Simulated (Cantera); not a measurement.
Input (Python, Cantera) and output of one run.

```python
import numpy as np
import cantera as ct

gas_names = """
    N NO NO2 NO3 N2 N2O O O2 O3 Si SiN SiO SiO2 Si2 Si2N Si3
""".split()
cond_names = """
    Si(cr) Si(L) SiO2(Lqz) SiO2(hqz) SiO2(L) Si2N2O(s) Si3N4(a)
""".split()


# ... load() reads the species with a 1 bar reference pressure and builds the phases ...
atoms = {
    'Si3N4': {'Si': 3, 'N': 4},
    'O2': {'O': 2},
}
top_T = {'Si2N2O(s)': 2100, 'Si3N4(a)': 2400}  # K; cautious upper limits of use, not melting points


# ... equilibrate(T, P, feed) seeds the gas with the atoms and calls Mixture.equilibrate('TP', solver="vcs", rtol=1e-11, max_steps=5000) ...
results = []
feed = {'Si3N4': 1, 'O2': 4.9}  # mol
for P in [1, 4.2, 18, 75, 320, 1300, 5600, 24000, 100000]:
    for T in [1825, 1850, 1875, 1900, 1925, 1950, 1975, 2000, 2025, 2050, 2075]:
        mix = equilibrate(T, P, feed)
        results.append((T, P, feed, dict(zip(mix.species_names, mix.species_moles))))

for T, P, feed, n in results:
    print(f"{T:7g} {P:10.4g}  " + (" + ".join(c for c in cond_names if n.get(c, 0) > 1e-12) or "gas only"))
```

Output:

```
   1825          1  SiO2(L)
   1850          1  SiO2(L)
   1875          1  SiO2(L)
   1900          1  SiO2(L)
   1925          1  SiO2(L)
   1950          1  gas only
   1975          1  gas only
   2000          1  gas only
   2025          1  gas only
   2050          1  gas only
   2075          1  gas only
   1825        4.2  SiO2(L)
   1850        4.2  SiO2(L)
   1875        4.2  SiO2(L)
   1900        4.2  SiO2(L)
   1925        4.2  SiO2(L)
   1950        4.2  SiO2(L)
   1975        4.2  SiO2(L)
   2000        4.2  SiO2(L)
   2025        4.2  SiO2(L)
   2050        4.2  gas only
   2075        4.2  gas only
   1825         18  SiO2(L)
   1850         18  SiO2(L)
   1875         18  SiO2(L)
   1900         18  SiO2(L)
   1925         18  SiO2(L)
   1950         18  SiO2(L)
   1975         18  SiO2(L)
   2000         18  SiO2(L)
   2025         18  SiO2(L)
   2050         18  SiO2(L)
   2075         18  SiO2(L)
   1825         75  SiO2(L)
   1850         75  SiO2(L)
   1875         75  SiO2(L)
   1900         75  SiO2(L)
   1925         75  SiO2(L)
   1950         75  SiO2(L)
   1975         75  SiO2(L)
   2000         75  SiO2(L)
   2025         75  SiO2(L)
   2050         75  SiO2(L)
   2075         75  SiO2(L)
   1825        320  SiO2(L)
   1850        320  SiO2(L)
   1875        320  SiO2(L)
   1900        320  SiO2(L)
   1925        320  SiO2(L)
   1950        320  SiO2(L)
   1975        320  SiO2(L)
   2000        320  SiO2(L)
   2025        320  SiO2(L)
   2050        320  SiO2(L)
   2075        320  SiO2(L)
   1825       1300  SiO2(L)
   1850       1300  SiO2(L)
   1875       1300  SiO2(L)
   1900       1300  SiO2(L)
   1925       1300  SiO2(L)
   1950       1300  SiO2(L)
   1975       1300  SiO2(L)
   2000       1300  SiO2(L)
   2025       1300  SiO2(L)
   2050       1300  SiO2(L)
   2075       1300  SiO2(L)
   1825       5600  SiO2(L)
   1850       5600  SiO2(L)
   1875       5600  SiO2(L)
   1900       5600  SiO2(L)
   1925       5600  SiO2(L)
   1950       5600  SiO2(L)
   1975       5600  SiO2(L)
   2000       5600  SiO2(L)
   2025       5600  SiO2(L)
   2050       5600  SiO2(L)
   2075       5600  SiO2(L)
   1825    2.4e+04  SiO2(L)
   1850    2.4e+04  SiO2(L)
   1875    2.4e+04  SiO2(L)
   1900    2.4e+04  SiO2(L)
   1925    2.4e+04  SiO2(L)
   1950    2.4e+04  SiO2(L)
   1975    2.4e+04  SiO2(L)
   2000    2.4e+04  SiO2(L)
   2025    2.4e+04  SiO2(L)
   2050    2.4e+04  SiO2(L)
   2075    2.4e+04  SiO2(L)
   1825      1e+05  SiO2(L)
   1850      1e+05  SiO2(L)
   1875      1e+05  SiO2(L)
   1900      1e+05  SiO2(L)
   1925      1e+05  SiO2(L)
   1950      1e+05  SiO2(L)
   1975      1e+05  SiO2(L)
   2000      1e+05  SiO2(L)
   2025      1e+05  SiO2(L)
   2050      1e+05  SiO2(L)
   2075      1e+05  SiO2(L)
```

Equilibrium computed with Cantera from the NASA thermochemical tables; the gas is ideal and each condensed phase is pure. The tables hold silica as quartz up to 1696 K and as liquid above; real silica turns to tridymite and cristobalite and melts near 1996 K.
